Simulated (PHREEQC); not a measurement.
Model water analysis in mg/kgw, 75 °C, pH 7.92, pe 2: Na 2270; K 644; Ca 1070; Mg 59.7; Cl 5560; S(6) as SO4 498; Alkalinity as HCO3 11.8; Si as SiO2 90.1; Br 2.42.

Valence states are taken as typed.

Computed with PHREEQC (ion-association model, wateq4f.dat).

### Question
The ionic strength comes out as 0.196 mol/kgw. What activity coefficients do MgOH+, Cl-, Mg+2, Ca+2, NaCO3- get?

### Answer
MgOH+ 0.75, Cl- 0.69, Mg+2 0.31, Ca+2 0.29, NaCO3- 0.73.

This is a speciation only: nothing precipitates in the calculation. Saturation is exceeded, for instance for Quartz (slow to form), Chalcedony (slow to form); the values hold only as long as no solid forms. Species that the database lacks are ignored. Constants without temperature data keep their 25 °C values here.
